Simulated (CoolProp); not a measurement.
Decamethylcyclopentasiloxane (D5) at 293.15 K and 15.1 MPa is throttled through a valve to 8.67 MPa with no heat exchange. Each further row changes one setting.

The numbers come from the reference Helmholtz-energy equation of state, Thol 2019 in CoolProp.

```tsv
case	temperature change (K)	final density (kg/m³)
as stated	+2.7	967
outlet pressure 2.6 MPa	+5.2	957
outlet pressure 11.3 MPa	+1.6	971
```
